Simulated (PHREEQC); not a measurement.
## Acid mine or pickling water (model solution)

A made-up water analysis in mg/kgw, 25 °C, pH 2.46, pe 11.5: Na 1300; K 42.6; Ca 179; Mg 457; Cl 476; S(6) as SO4 4710; Pb 4.63.

Valence states are taken as typed.

Equilibrium calculation in PHREEQC: ion-association model, phreeqc.dat.

No solid was allowed to form.

Problem. Estimate the ionic strength.

Solution. ionic strength 0.126 mol/kgw.

Problem. In which forms is K present?

Solution. K+ 93 %, KSO4- 6.7 % of the K.

The solution is supersaturated, for example in Anglesite, so a real one may precipitate; this is no full list.
